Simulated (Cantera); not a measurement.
SiCl₄ + Cl₂ + H₂ + CH₄ (chlorosilane synthesis and conversion)

Feed: 1 mol SiCl₄, 0.56 mol Cl₂, 17 mol H₂, 0.025 mol CH₄, equilibrated at 1100000 Pa.

These are equilibrium values from Cantera (NASA tables, ideal gas, pure condensed phases), not measurements of a reactor. Candidate condensed phases: C, C₆H₆, C₇H₈, C₈H₁₈, Si, SiC; 109 gas species. The tables' values for SiCl₃ are old estimates; treat these amounts as uncertain. The numbers say what is thermodynamically allowed, not how fast it happens.

From 900 K to 1400 K nothing is condensed. At 1450 K the condensed part is SiC(s). The main Si-bearing gas is SiCl₄ throughout.

| T (K) | x H₂ | x HCl | x SiCl₄ | x SiHCl₃ | x SiCl₃ | x SiCl₂ | x SiH₂Cl₂ | n SiC(s) |
|---|---|---|---|---|---|---|---|---|
| 900 | 0.882 | 0.0624 | 0.0517 | 0.00208 | 2.78e-6 | 7.10e-9 | 7.93e-6 | 0 |
| 950 | 0.881 | 0.0635 | 0.0506 | 0.00322 | 9.13e-6 | 5.50e-8 | 2.08e-5 | 0 |
| 1000 | 0.880 | 0.0651 | 0.0491 | 0.00467 | 2.61e-5 | 3.37e-7 | 4.80e-5 | 0 |
| 1050 | 0.878 | 0.0670 | 0.0472 | 0.00643 | 6.63e-5 | 1.69e-6 | 9.97e-5 | 0 |
| 1100 | 0.876 | 0.0692 | 0.0450 | 0.00841 | 0.000151 | 7.08e-6 | 0.000188 | 0 |
| 1150 | 0.873 | 0.0718 | 0.0426 | 0.0105 | 0.000315 | 2.54e-5 | 0.000326 | 0 |
| 1200 | 0.870 | 0.0747 | 0.0399 | 0.0126 | 0.000602 | 7.97e-5 | 0.000525 | 0 |
| 1250 | 0.867 | 0.0780 | 0.0370 | 0.0146 | 0.00107 | 0.000221 | 0.000788 | 0 |
| 1300 | 0.863 | 0.0817 | 0.0339 | 0.0163 | 0.00177 | 0.000547 | 0.00111 | 0 |
| 1350 | 0.859 | 0.0859 | 0.0307 | 0.0176 | 0.00273 | 0.00122 | 0.00147 | 0 |
| 1400 | 0.854 | 0.0907 | 0.0272 | 0.0181 | 0.00395 | 0.00244 | 0.00182 | 0 |
| 1450 | 0.849 | 0.0967 | 0.0236 | 0.0178 | 0.00533 | 0.00440 | 0.00209 | 0.00248 |
x: gas mole fraction; n: condensed amount in mol.
